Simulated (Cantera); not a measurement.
An isothermal, constant-pressure homogeneous reactor starts with 2.31 % CH4, 92.3 % H2, 5.36 % H, at 2525 K and 0.133 bar.

Cantera simulation using GRI-Mech 3.0 (53 species, 325 reactions); the numbers are that mechanism's predictions, not measurements. GRI-Mech 3.0 stops at C3 and has no aromatics, soot or wall deposition, so with more carbon than oxygen in the feed, carbon stays in small species such as C2H2 where larger ones or solid carbon would form.

One state of this run: x CH4 = 0.000102; x H2 = 0.936; x H = 0.0529; x C2H6 = 2.80e-10; x CH3 = 0.000103; x C2H2 = 0.0111. x: mole fraction; the columns are a selection and need not sum to one.

Which value of t (s) does it belong to?
(A) 7.25
(B) 0.141
(C) 0.000743
(D) 0.00276

D, 0.00276
